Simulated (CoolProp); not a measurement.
Computed with CoolProp (reference Helmholtz-energy equation of state, de Reuck 1990).

### Question
For fluorine, give the phase and the cv (kJ/(kg K)) at 150.8 K and 0.0566 MPa.

### Answer
- 150.8 K and 0.0566 MPa: gas; cv 0.552
